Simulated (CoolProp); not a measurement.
Computed with CoolProp (reference Helmholtz-energy equation of state, Thol 2016).

Problem. For hexamethyldisiloxane (MM), give the phase and the cp (kJ/(kg K)), cv (kJ/(kg K)), isothermal compressibility (1/MPa), expansivity (1/kK) at -19.85 °C and 1050 kPa.

Solution. 
- -19.85 °C and 1050 kPa: liquid; cp 1.79, cv 1.44, isothermal compressibility 0.00141, expansivity 1.25
